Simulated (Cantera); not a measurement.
A Cantera script and what it prints.

```python
import numpy as np
import cantera as ct

gas_names = [...]  # 109 gases of nasa_gas.yaml made of C, Cl, H, Si
cond_names = """
    C(gr) C6H6(L) C7H8(L) C8H18(L),n-octa Si(cr) Si(L) SiC(b)
""".split()


# ... load() reads the species with a 1 bar reference pressure and builds the phases ...
atoms = {
    'SiHCl3': {'Si': 1, 'H': 1, 'CL': 3},
    'CH4': {'C': 1, 'H': 4},
    'H2': {'H': 2},
}
top_T = {'C(gr)': 4500, 'SiC(b)': 3050}  # K; cautious upper limits of use, not melting points


# ... equilibrate(T, P, feed) seeds the gas with the atoms and calls Mixture.equilibrate('TP', solver="vcs", rtol=1e-11, max_steps=5000) ...
results = []
feed = {'SiHCl3': 1, 'CH4': 0.32, 'H2': 320}  # mol
P = 5800  # Pa
for T in [1150, 1250, 1350, 1450, 1550, 1650, 1750, 1850, 1950]:
    mix = equilibrate(T, P, feed)
    results.append((T, P, feed, dict(zip(mix.species_names, mix.species_moles))))
    x = sorted(zip(gas.X, gas.species_names), reverse=True)
    print(f"T = {T:g} K  P = {P:g} Pa  gas = {mix.phase_moles(0):.4g} mol")
    print("   x: " + "  ".join(f"{s} {v:.3e}" for v, s in x if v > 0.0001))
    print("   condensed (mol): " + ("  ".join(f"{mix.phase(i).name} {mix.phase_moles(i):.4g}"
          for i in range(1, mix.n_phases) if mix.phase_moles(i) > 1e-12) or "none"))
```

Result:

```
T = 1150 K  P = 5800 Pa  gas = 322.6 mol
   x: H2 9.911e-01  HCL 8.679e-03  SiCL2 1.672e-04
   condensed (mol): Si(cr) 0.5962  SiC(b) 0.3195
T = 1250 K  P = 5800 Pa  gas = 322.6 mol
   x: H2 9.909e-01  HCL 8.839e-03  SiCL2 1.984e-04
   condensed (mol): Si(cr) 0.6093  SiC(b) 0.3195
T = 1350 K  P = 5800 Pa  gas = 322.6 mol
   x: H2 9.909e-01  HCL 8.835e-03  SiCL2 2.215e-04
   condensed (mol): Si(cr) 0.6064  SiC(b) 0.3196
T = 1450 K  P = 5800 Pa  gas = 322.6 mol
   x: H2 9.909e-01  HCL 8.806e-03  SiCL2 2.414e-04
   condensed (mol): Si(cr) 0.6011  SiC(b) 0.3196
T = 1550 K  P = 5800 Pa  gas = 322.7 mol
   x: H2 9.908e-01  HCL 8.774e-03  SiCL2 2.589e-04  H 1.302e-04
   condensed (mol): Si(cr) 0.5948  SiC(b) 0.3197
T = 1650 K  P = 5800 Pa  gas = 322.7 mol
   x: H2 9.906e-01  HCL 8.741e-03  H 3.754e-04  SiCL2 2.742e-04
   condensed (mol): Si(cr) 0.5858  SiC(b) 0.3197
T = 1750 K  P = 5800 Pa  gas = 322.8 mol
   x: H2 9.899e-01  HCL 8.764e-03  H 9.609e-04  SiCL2 2.577e-04
   condensed (mol): Si(L) 0.577  SiC(b) 0.3196
T = 1850 K  P = 5800 Pa  gas = 323 mol
   x: H2 9.885e-01  HCL 8.803e-03  H 2.224e-03  SiCL2 2.264e-04  Si 1.112e-04
   condensed (mol): Si(L) 0.5432  SiC(b) 0.319
T = 1950 K  P = 5800 Pa  gas = 323.6 mol
   x: H2 9.856e-01  HCL 8.806e-03  H 4.726e-03  Si 4.105e-04  SiCL2 2.000e-04
   condensed (mol): Si(L) 0.4169  SiC(b) 0.3159
```

Cantera equilibrium calculation (NASA polynomials, part measured and part estimated; ideal gas, pure solids and liquids). Mutual solubility and eutectic melting of coexisting phases are not modelled. The tables' values for SiCl, SiCl3 are old estimates; treat these amounts as uncertain. Gases not in the tables: Si2H6 and higher silanes.
